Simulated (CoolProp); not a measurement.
Values from CoolProp's reference Helmholtz-energy equation of state, Tillner-Roth 1994.

**Question.** For R134a, give the phase and the Joule-Thomson coefficient (K/MPa), viscosity (µPa s) at 75.45 °C and 101 kPa; 101.35 °C and 101 kPa; 118.65 °C and 101 kPa.

**Answer.** 
- 75.45 °C and 101 kPa: gas; Joule-Thomson coefficient 12.7, viscosity 13.8
- 101.35 °C and 101 kPa: gas; Joule-Thomson coefficient 10.1, viscosity 14.8
- 118.65 °C and 101 kPa: gas; Joule-Thomson coefficient 8.74, viscosity 15.4

Viscosity comes from a separate model (Huber 2003), an estimate that may be off by 10 % or more.
